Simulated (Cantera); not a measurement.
Transport properties of process gases

Gas mixture: N2O : NO = 0.68 : 0.53 (molar parts), at 10.00 Torr, frozen composition.

Cantera's kinetic-theory transport with the Lennard-Jones parameters of GRI-Mech 3.0, ideal gas; thermal conductivity in the mixture-averaged form.

| T (K) | ρ (kg/m³) | cp (J/kg/K) | μ (µPa s) | λ (mW/m/K) | Pr | D (cm²/s) H2 | D (cm²/s) N2 | D (cm²/s) O |
|---|---|---|---|---|---|---|---|---|
| 400 | 0.0152 | 980.1 | 20.8 | 28.3 | 0.721 | 87.7 | 22.2 | 35.0 |
| 500 | 0.0121 | 1033 | 24.9 | 35.6 | 0.724 | 128 | 32.8 | 51.6 |
| 600 | 0.0101 | 1080 | 28.6 | 42.6 | 0.726 | 174 | 44.9 | 70.5 |
| 700 | 0.00868 | 1121 | 32.1 | 49.4 | 0.728 | 225 | 58.4 | 91.7 |
| 800 | 0.00759 | 1157 | 35.3 | 55.9 | 0.730 | 282 | 73.3 | 115 |
| 900 | 0.00675 | 1187 | 38.3 | 62.2 | 0.732 | 343 | 89.4 | 140 |
D: mixture-averaged diffusion coefficient of that species in the mixture.
